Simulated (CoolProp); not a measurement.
Vapour-liquid equilibrium of toluene (1) + o-xylene (2) at 369.5 K; x and y are mole fractions of (1).

Model: multi-fluid Helmholtz-energy mixture model, Lemmon 2006 and Zhou 2012; pair parameters Bell 2016, in CoolProp.

```
x     bubble pressure, mixture model (MPa)  bubble pressure, Raoult's law (MPa)  y, mixture model  y, Raoult's law
----  ------------------------------------  -----------------------------------  ----------------  ---------------
0.05                                     ?                              0.02548             0.126            0.130
0.2                                0.03179                              0.03194             0.411            0.416
0.35                               0.03840                              0.03839             0.603            0.605
0.5                                0.04501                              0.04485             0.739            0.740
0.65                                     ?                              0.05131                 ?            0.841
0.8                                0.05791                              0.05777                 ?            0.919
0.95                               0.06426                              0.06423                 ?            0.982
```

Task: What belongs in the gaps?

Result: 
- 0.05, bubble pressure, mixture model (MPa): 0.02537
- 0.65, bubble pressure, mixture model (MPa): 0.05152
- 0.65, y, mixture model: 0.839
- 0.8, y, mixture model: 0.917
- 0.95, y, mixture model: 0.981

The largest gap from Raoult's law is -0.5 % in bubble pressure, at x = 0.2. No azeotrope shows between x = 0.05 and 0.95.

The pair parameters rest on a limited set of measurements; away from them the model extrapolates.
